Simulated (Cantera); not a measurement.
Input (Python, Cantera) and output of one run.

```python
import numpy as np
import cantera as ct

gas_names = """
    CL CL2 H HCL H2 Si SiCL SiCL2 SiCL3 SiCL4 SiH SiHCL3 SiH2 SiH2CL2 SiH3 SiH3CL SiH4 Si2 Si3
""".split()
cond_names = """
    Si(cr) Si(L)
""".split()


# ... load() reads the species with a 1 bar reference pressure and builds the phases ...
atoms = {
    'SiHCl3': {'Si': 1, 'H': 1, 'CL': 3},
    'HCl': {'H': 1, 'CL': 1},
    'H2': {'H': 2},
}
top_T = {}  # K; cautious upper limits of use, not melting points


# ... equilibrate(T, P, feed) seeds the gas with the atoms and calls Mixture.equilibrate('TP', solver="vcs", rtol=1e-11, max_steps=5000) ...
results = []
T = 1748.15  # K
P = 1333.22  # Pa
for m in [0.42, 0.6, 0.77, 0.95, 1.1, 1.3, 1.5, 1.7, 1.8, 2, 2.2, 2.4]:
    feed = {'SiHCl3': 1, 'HCl': m, 'H2': 36}  # mol
    mix = equilibrate(T, P, feed)
    results.append((T, P, feed, dict(zip(mix.species_names, mix.species_moles))))
    x = sorted(zip(gas.X, gas.species_names), reverse=True)
    print(f"T = {T:g} K  P = {P:g} Pa  n(HCl) = {m:g} mol  gas = {mix.phase_moles(0):.4g} mol")
    print("   x: " + "  ".join(f"{s} {v:.3e}" for v, s in x if v > 1e-06))
    print("   condensed (mol): " + ("  ".join(f"{mix.phase(i).name} {mix.phase_moles(i):.4g}"
          for i in range(1, mix.n_phases) if mix.phase_moles(i) > 1e-12) or "none"))
```

Output:

```
T = 1748.15 K  P = 1333.22 Pa  n(HCl) = 0.42 mol  gas = 38.46 mol
   x: H2 9.228e-01  HCL 6.135e-02  SiCL2 1.359e-02  H 1.903e-03  Si 1.094e-04  CL 9.763e-05  SiCL 9.587e-05  SiCL3 6.397e-05  SiH2 1.896e-05  SiH 1.615e-05  SiHCL3 1.778e-06  SiH2CL2 1.046e-06
   condensed (mol): Si(L) 0.4655
T = 1748.15 K  P = 1333.22 Pa  n(HCl) = 0.6 mol  gas = 38.64 mol
   x: H2 9.196e-01  HCL 6.351e-02  SiCL2 1.461e-02  H 1.900e-03  Si 1.094e-04  CL 1.012e-04  SiCL 9.942e-05  SiCL3 7.135e-05  SiH2 1.889e-05  SiH 1.612e-05  SiHCL3 1.980e-06  SiH2CL2 1.121e-06
   condensed (mol): Si(L) 0.4229
T = 1748.15 K  P = 1333.22 Pa  n(HCl) = 0.77 mol  gas = 38.81 mol
   x: H2 9.166e-01  HCL 6.549e-02  SiCL2 1.559e-02  H 1.897e-03  Si 1.094e-04  CL 1.046e-04  SiCL 1.027e-04  SiCL3 7.863e-05  SiH2 1.883e-05  SiH 1.609e-05  SiHCL3 2.179e-06  SiH2CL2 1.193e-06
   condensed (mol): Si(L) 0.382
T = 1748.15 K  P = 1333.22 Pa  n(HCl) = 0.95 mol  gas = 38.99 mol
   x: H2 9.135e-01  HCL 6.754e-02  SiCL2 1.664e-02  H 1.894e-03  Si 1.094e-04  CL 1.080e-04  SiCL 1.061e-04  SiCL3 8.667e-05  SiH2 1.877e-05  SiH 1.607e-05  SiHCL3 2.397e-06  SiH2CL2 1.268e-06
   condensed (mol): Si(L) 0.3379
T = 1748.15 K  P = 1333.22 Pa  n(HCl) = 1.1 mol  gas = 39.14 mol
   x: H2 9.109e-01  HCL 6.920e-02  SiCL2 1.751e-02  H 1.891e-03  CL 1.108e-04  Si 1.094e-04  SiCL 1.088e-04  SiCL3 9.361e-05  SiH2 1.872e-05  SiH 1.604e-05  SiHCL3 2.586e-06  SiH2CL2 1.331e-06
   condensed (mol): Si(L) 0.3006
T = 1748.15 K  P = 1333.22 Pa  n(HCl) = 1.3 mol  gas = 39.34 mol
   x: H2 9.076e-01  HCL 7.136e-02  SiCL2 1.869e-02  H 1.888e-03  CL 1.145e-04  SiCL 1.124e-04  Si 1.094e-04  SiCL3 1.032e-04  SiH2 1.865e-05  SiH 1.601e-05  SiHCL3 2.846e-06  SiH2CL2 1.416e-06  SiCL4 1.017e-06
   condensed (mol): Si(L) 0.2502
T = 1748.15 K  P = 1333.22 Pa  n(HCl) = 1.5 mol  gas = 39.54 mol
   x: H2 9.043e-01  HCL 7.345e-02  SiCL2 1.988e-02  H 1.884e-03  CL 1.181e-04  SiCL 1.160e-04  SiCL3 1.132e-04  Si 1.094e-04  SiH2 1.858e-05  SiH 1.598e-05  SiHCL3 3.115e-06  SiH2CL2 1.500e-06  SiCL4 1.150e-06
   condensed (mol): Si(L) 0.199
T = 1748.15 K  P = 1333.22 Pa  n(HCl) = 1.7 mol  gas = 39.74 mol
   x: H2 9.010e-01  HCL 7.549e-02  SiCL2 2.107e-02  H 1.881e-03  SiCL3 1.235e-04  CL 1.216e-04  SiCL 1.194e-04  Si 1.094e-04  SiH2 1.851e-05  SiH 1.596e-05  SiHCL3 3.393e-06  SiH2CL2 1.584e-06  SiCL4 1.292e-06
   condensed (mol): Si(L) 0.1469
T = 1748.15 K  P = 1333.22 Pa  n(HCl) = 1.8 mol  gas = 39.84 mol
   x: H2 8.994e-01  HCL 7.648e-02  SiCL2 2.167e-02  H 1.879e-03  SiCL3 1.288e-04  CL 1.233e-04  SiCL 1.211e-04  Si 1.094e-04  SiH2 1.848e-05  SiH 1.594e-05  SiHCL3 3.536e-06  SiH2CL2 1.626e-06  SiCL4 1.366e-06
   condensed (mol): Si(L) 0.1207
T = 1748.15 K  P = 1333.22 Pa  n(HCl) = 2 mol  gas = 40.04 mol
   x: H2 8.963e-01  HCL 7.844e-02  SiCL2 2.287e-02  H 1.876e-03  SiCL3 1.397e-04  CL 1.267e-04  SiCL 1.244e-04  Si 1.094e-04  SiH2 1.842e-05  SiH 1.591e-05  SiHCL3 3.827e-06  SiH2CL2 1.711e-06  SiCL4 1.522e-06
   condensed (mol): Si(L) 0.06762
T = 1748.15 K  P = 1333.22 Pa  n(HCl) = 2.2 mol  gas = 40.24 mol
   x: H2 8.932e-01  HCL 8.034e-02  SiCL2 2.407e-02  H 1.873e-03  SiCL3 1.509e-04  CL 1.299e-04  SiCL 1.276e-04  Si 1.094e-04  SiH2 1.835e-05  SiH 1.589e-05  SiHCL3 4.126e-06  SiH2CL2 1.794e-06  SiCL4 1.686e-06
   condensed (mol): Si(L) 0.0139
T = 1748.15 K  P = 1333.22 Pa  n(HCl) = 2.4 mol  gas = 40.44 mol
   x: H2 8.891e-01  HCL 8.415e-02  SiCL2 2.430e-02  H 1.868e-03  SiCL3 1.599e-04  CL 1.364e-04  SiCL 1.227e-04  Si 1.002e-04  SiH2 1.673e-05  SiH 1.452e-05  SiHCL3 4.363e-06  SiCL4 1.876e-06  SiH2CL2 1.803e-06
   condensed (mol): none
```

Method: chemical equilibrium by Gibbs-energy minimisation in Cantera with the NASA 1993 tables (ideal gas, pure condensed phases). The tables' values for SiCl3, SiCl are old estimates; treat these amounts as uncertain. Gases not in the tables: Si2H6 and higher silanes.
